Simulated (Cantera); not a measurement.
Cantera run, input and output.

```python
import numpy as np
import cantera as ct

gas = ct.Solution("gri30.yaml")
gas.TPX = 1375, 840000, {'C2H4': 1, 'O2': 10, 'N2': 37.6, 'H2O': 1.5}
reactor = ct.IdealGasConstPressureReactor(gas, energy="on", clone=False)
net = ct.ReactorNet([reactor])
net.rtol, net.atol = 1e-08, 1e-16
show = ['C2H4', 'O2', 'H2O', 'H2', 'CH2CO', 'HCN']
times = np.geomspace(3e-06, 2, 10)

steps = ct.SolutionArray(gas, extra=["t"])
rows = []
print(f"{'t/s':>10s}{'T/K':>9s}{'P/Pa':>11s}" + "".join(f"{s:>11s}" for s in show))
for t in times:
    while net.time < t:
        t_next = net.step()
        steps.append(gas.state, t=t_next)
    rows.append([np.interp(t, steps.t, y) for y in (steps.T, steps.P, *steps(*show).X.T)])
    print(f"{t:10.3e}{rows[-1][0]:9.1f}{rows[-1][1]:11.4g}" + "".join(f"{x:11.3e}" for x in rows[-1][2:]))
rate = np.gradient(steps.T, steps.t)
print("integrator steps:", len(steps.t))
if steps.T.max() > steps.T[0] + 200:
    print(f"time of steepest temperature rise: {steps.t[rate.argmax()]:.4e} s")
gas.TPX = 1375, 840000, {'C2H4': 1, 'O2': 10, 'N2': 37.6, 'H2O': 1.5}
gas.equilibrate("HP")
print(f"equilibrium (HP): T = {gas.T:.1f} K  " + "  ".join(f"{s} {gas[s].X[0]:.3e}" for s in show))
```

Result:

```
       t/s      T/K       P/Pa       C2H4         O2        H2O         H2      CH2CO        HCN
 3.000e-06   1375.0    8.4e+05  1.996e-02  1.996e-01  2.994e-02  1.155e-07  1.133e-08  7.651e-20
 1.331e-05   1375.0    8.4e+05  1.996e-02  1.996e-01  2.994e-02  8.324e-07  1.364e-06  9.957e-18
 5.906e-05   2033.1    8.4e+05  6.793e-24  1.398e-01  6.781e-02  2.333e-04  5.883e-16  6.479e-12
 2.621e-04   2072.5    8.4e+05  2.703e-27  1.393e-01  6.915e-02  3.166e-05  7.909e-18  4.269e-13
 1.163e-03   2072.5    8.4e+05  3.960e-28  1.393e-01  6.916e-02  3.152e-05  1.554e-18  8.892e-14
 5.160e-03   2072.4    8.4e+05  3.239e-31  1.393e-01  6.916e-02  3.149e-05  1.391e-21  4.384e-15
 2.289e-02   2071.8    8.4e+05  3.798e-35  1.391e-01  6.916e-02  3.136e-05  1.298e-25  4.215e-15
 1.016e-01   2069.2    8.4e+05  2.997e-35  1.386e-01  6.917e-02  3.086e-05  8.936e-26  3.873e-15
 4.507e-01   2061.6    8.4e+05  2.232e-35  1.369e-01  6.919e-02  2.944e-05  6.925e-26  3.115e-15
 2.000e+00   2056.6    8.4e+05  1.843e-35  1.358e-01  6.921e-02  2.853e-05  5.875e-26  2.741e-15
integrator steps: 1607
time of steepest temperature rise: 3.2353e-05 s
equilibrium (HP): T = 2056.5 K  C2H4 2.379e-35  O2 1.358e-01  H2O 6.921e-02  H2 2.852e-05  CH2CO 8.416e-26  HCN 2.737e-15
```

Model: GRI-Mech 3.0 (53 species, 325 reactions), integrated in Cantera. GRI-Mech 3.0 was tuned for natural gas; its chemistry of ethylene as a main component is partial and can be far from experiment.
